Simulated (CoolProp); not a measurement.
Saturation properties of normal hydrogen (Tc = -240.0 °C, pc = 1296 kPa, ω = -0.219).

The numbers come from the reference Helmholtz-energy equation of state, Leachman 2009 in CoolProp.

```csv
T (°C),p (kPa),vapour density (kg/m³),surface tension (mN/m),liquid viscosity (µPa s),vapour viscosity (µPa s)
-250.95,?,2.107,1.60,11.7,1.10
-250.25,199.5,2.477,1.48,11.1,1.14
-249.45,241.0,?,1.34,10.4,1.19
-248.65,288.3,3.509,1.21,9.81,1.24
-247.85,341.8,4.140,1.08,9.25,1.29
-247.05,401.9,4.863,0.945,8.72,1.35
-246.35,460.2,5.583,0.832,8.28,1.40
-245.55,533.8,6.524,0.705,7.79,1.47
-244.75,615.4,7.617,0.581,7.32,1.54
-243.95,705.4,8.903,0.460,6.85,1.62
-243.15,804.3,10.44,0.345,6.38,1.72
-242.45,898.8,12.09,0.251,5.95,1.81
-241.65,1016,14.50,0.153,?,1.96
-240.85,1145,18.02,0.0734,4.78,2.17
```

Problem. Some entries are withheld; supply them.

Solution. 
- -250.95, p (kPa): 167.5
- -249.45, vapour density (kg/m³): 2.958
- -241.65, liquid viscosity (µPa s): 5.42

It boils at -252.8 °C under 1 atm.

Viscosity comes from a separate model (Muzny 2013). Surface tension comes from a separate correlation (Mulero 2012).
